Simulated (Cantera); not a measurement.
Charge: 1 mol C, 0.4 mol H2O, equilibrated at 1150 °C and 16.5 Torr.

Method: chemical equilibrium by Gibbs-energy minimisation in Cantera with the NASA 1993 tables (ideal gas, pure condensed phases). Candidate condensed phases: C, C6H6, C7H8, C8H18, H2O; 110 gas species. The numbers say what is thermodynamically allowed, not how fast it happens.

Base state: CO 0.500, H2 0.500, H 3.17e-5, CH4 2.09e-5, H2O 1.70e-5 (mole fractions); condensed: C(graphite).

**Question.** What changes in the equilibrium state with this change: temperature from 1150 °C to 2225 °C?

**Answer.** 
```csv
species,before,after
CO,0.500,0.473
H2,0.500,0.414
H,3.17e-5,0.108
C2H,<1e-9,8.31e-5
C3,<1e-9,2.20e-5
C4H2,<1e-9,1.97e-5
C2H2 (acetylene),1.72e-6,0.00445
"C(graphite), mol",0.600,0.592
```
